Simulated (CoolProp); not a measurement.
Vapour-liquid equilibrium of trans-2-butene (1) + acetone (2) at 0.172 bar; x and y are mole fractions of (1).

Model: multi-fluid Helmholtz-energy mixture model, Lemmon 2005 and Lemmon 2006; pair parameters Bell 2016, in CoolProp.

Question: Give the bubble temperature and the first vapour's composition at x = 0.125, 0.275, 0.5. Is there an azeotrope?

Answer: x = 0.125: 249.5 K, y = 0.878; x = 0.275: 240.0 K, y = 0.943; x = 0.5: 237.5 K, y = 0.955. No azeotrope shows between x = 0.05 and 0.95.

The pair parameters rest on a limited set of measurements; away from them the model extrapolates. With so large a gap from Raoult's law the liquid may split in two, which this calculation doesn't test in full.
